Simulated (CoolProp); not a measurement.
R13 at 298.15 K and 2.06 MPa flows at 0.37 m/s in a round tube of 10 mm bore and 0.25 µm roughness, fully developed (64/Re and Nu = 3.66 if laminar; Colebrook and Gnielinski if turbulent). Each further row changes one setting.

Values from CoolProp's reference Helmholtz-energy equation of state, Platzer 1990. This equation is an older, rougher fit.

```json
[
 {"case": "as stated", "Reynolds number": "26900", "Darcy friction factor": "0.0242", "pressure drop (Pa/m)": "18.5", "heat-transfer coefficient (W/(m² K))": "?", "mass flow (kg/h)": "11.7"},
 {"case": "velocity 0.74 m/s", "Reynolds number": "53700", "Darcy friction factor": "?", "pressure drop (Pa/m)": "63.2", "heat-transfer coefficient (W/(m² K))": "186", "mass flow (kg/h)": "23.4"},
 {"case": "diameter 20 mm", "Reynolds number": "53700", "Darcy friction factor": "?", "pressure drop (Pa/m)": "7.88", "heat-transfer coefficient (W/(m² K))": "92.9", "mass flow (kg/h)": "46.7"}
]
```

Problem. Fill in the missing entries.

Solution. 
- as stated, heat-transfer coefficient (W/(m² K)): 107
- velocity 0.74 m/s, Darcy friction factor: 0.0207
- diameter 20 mm, Darcy friction factor: 0.0206

Viscosity comes from a separate model (Huber 2003), an estimate that may be off by 10 % or more. Thermal conductivity comes from a separate model (Huber 2003), an estimate that may be off by 10 % or more.
